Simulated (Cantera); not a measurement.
Input (Python, Cantera) and output of one run.

```python
import numpy as np
import cantera as ct

gas_names = """
    CL CL2 H HCL H2 Si SiCL SiCL2 SiCL3 SiCL4 SiH SiHCL3 SiH2 SiH2CL2 SiH3 SiH3CL SiH4 Si2 Si3
""".split()
cond_names = """
    Si(cr) Si(L)
""".split()


def load(file, names, dense=False):
    # The tables refer to 1 bar. Condensed volumes are neglected.
    table = {s.name: s for s in ct.Species.list_from_file(file)}
    out = []
    for n in names:
        d = dict(table[n].input_data)
        d["thermo"] = dict(d["thermo"], **{"reference-pressure": 1e5})
        if dense:
            d["equation-of-state"] = {"model": "constant-volume", "density": "1e6 g/cm^3"}
        out.append(ct.Species.from_dict(d))
    return out


gas = ct.Solution(thermo="ideal-gas", species=load("nasa_gas.yaml", gas_names))
cond = {s.name: ct.Solution(thermo="fixed-stoichiometry", species=[s], name=s.name)
        for s in load("nasa_condensed.yaml", cond_names, dense=True)}
atoms = {
    'SiH2Cl2': {'Si': 1, 'H': 2, 'CL': 2},
    'H2': {'H': 2},
}
top_T = {}  # K; cautious upper limits of use, not melting points


def equilibrate(T, P, feed):
    n = {}
    for name, mol in feed.items():
        for a, k in atoms[name].items():
            n[a] = n.get(a, 0.0) + k * mol
    gas.TPX = T, P, n
    mass = sum(n.values()) * gas.mean_molecular_weight
    gas.equilibrate("TP")
    valid = [c for c in cond.values() if c.min_temp <= T <= top_T.get(c.name, c.max_temp)]
    mix = ct.Mixture([(gas, mass / gas.mean_molecular_weight)] + [(c, 0.0) for c in valid])
    mix.T, mix.P = T, P
    mix.equilibrate("TP", solver="vcs", rtol=1e-11, max_steps=5000)
    return mix


results = []
feed = {'SiH2Cl2': 1, 'H2': 11}  # mol
T = 825  # K
P = 110000  # Pa
mix = equilibrate(T, P, feed)
results.append((T, P, feed, dict(zip(mix.species_names, mix.species_moles))))
x = sorted(zip(gas.X, gas.species_names), reverse=True)
print(f"T = {T:g} K  P = {P:g} Pa  gas = {mix.phase_moles(0):.4g} mol")
print("   x: " + "  ".join(f"{s} {v:.3e}" for v, s in x if v > 0.001))
print("   condensed (mol): " + ("  ".join(f"{mix.phase(i).name} {mix.phase_moles(i):.4g}"
      for i in range(1, mix.n_phases) if mix.phase_moles(i) > 1e-12) or "none"))
```

Result:

```
T = 825 K  P = 110000 Pa  gas = 12.43 mol
   x: H2 9.527e-01  SiCL4 2.338e-02  SiHCL3 2.093e-02  SiH2CL2 1.582e-03  HCL 1.316e-03
   condensed (mol): Si(cr) 0.4289
```

Method: chemical equilibrium by Gibbs-energy minimisation in Cantera with the NASA 1993 tables (ideal gas, pure condensed phases). The tables' values for SiCl3 are old estimates; treat these amounts as uncertain.
